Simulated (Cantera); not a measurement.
Source: NASA polynomial tables (part measured, part estimated), evaluated in Cantera. Values are per mole of reaction as written; species without (g) are pure solids or liquids, kept so even where they would boil at 1 bar.

3 Cu2O + N2O(g) = 6 Cu + 2 NO2(g)

| T (K) | ΔH° (kJ) | ΔS° (J/K) | ΔG° (kJ) | log10 K | condensed phases |
|---|---|---|---|---|---|
| 998 | [?] | [?] | [?] | [?] | Cu2O(s), Cu(s) |
| 1098 | 485.0 | 161.4 | 307.8 | -14.64 | Cu2O(s), Cu(s) |
| 1198 | 482.8 | 159.5 | 291.7 | -12.72 | Cu2O(s), Cu(s) |
| 1298 | 480.5 | 157.6 | 275.9 | -11.10 | Cu2O(s), Cu(s) |
| 1398 | [?] | [?] | [?] | [?] | Cu2O(s), Cu(l) |
| 1498 | 553.6 | 211.6 | 236.6 | -8.25 | Cu2O(s), Cu(l) |
| 1598 | 354.6 | 80.4 | 226.0 | -7.39 | Cu2O(l), Cu(l) |
| 1698 | [?] | [?] | [?] | [?] | Cu2O(l), Cu(l) |
| 1798 | 344.8 | 74.7 | 210.5 | -6.12 | Cu2O(l), Cu(l) |
| 1898 | 340.0 | 72.1 | 203.2 | -5.59 | Cu2O(l), Cu(l) |
| 1998 | 335.2 | 69.6 | 196.1 | -5.13 | Cu2O(l), Cu(l) |

Question: Some entries are withheld; supply them.

Answer: 
- 998, ΔH° (kJ): 487.1
- 998, ΔS° (J/K): 163.4
- 998, ΔG° (kJ): 324.0
- 998, log10 K: -16.96
- 1398, ΔH° (kJ): 556.9
- 1398, ΔS° (J/K): 213.9
- 1398, ΔG° (kJ): 257.9
- 1398, log10 K: -9.64
- 1698, ΔH° (kJ): 349.7
- 1698, ΔS° (J/K): 77.5
- 1698, ΔG° (kJ): 218.1
- 1698, log10 K: -6.71
